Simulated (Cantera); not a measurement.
Feed: 1 mol Si2Cl6, 0.73 mol HCl, 51 mol H2, held at 1 atm.

Cantera equilibrium calculation (NASA polynomials, part measured and part estimated; ideal gas, pure solids and liquids). Candidate condensed phases: Si; 19 gas species. The feed counts by its element totals alone. The tables' values for SiCl3 are old estimates; treat these amounts as uncertain. Equilibrium is a limit: real reactors are often held back by kinetics, nucleation or transport. All values below are at 1250 K.

Base state: H2 0.936, HCl 0.0362, SiCl4 0.0108, SiHCl3 0.00996, SiCl2 0.00352, SiCl3 0.00231, SiH2Cl2 0.00125, SiH3Cl 4.34e-5 (mole fractions); condensed: Si(s).

Problem. What changes in the equilibrium state with this change: pressure from 1 atm to 3.60 mbar?

Solution. 
```json
[
 {"species": "H2", "before": "0.936", "after": "0.901"},
 {"species": "HCl", "before": "0.0362", "after": "0.0789"},
 {"species": "SiCl2", "before": "0.00352", "after": "0.0174"},
 {"species": "SiCl4", "before": "0.0108", "after": "0.000942"},
 {"species": "SiH3Cl", "before": "4.34e-5", "after": "3.24e-7"},
 {"species": "SiH2Cl2", "before": "0.00125", "after": "2.11e-5"},
 {"species": "SiHCl3", "before": "0.00996", "after": "0.000382"},
 {"species": "Si(s), mol", "before": "0.508", "after": "0.894"}
]
```
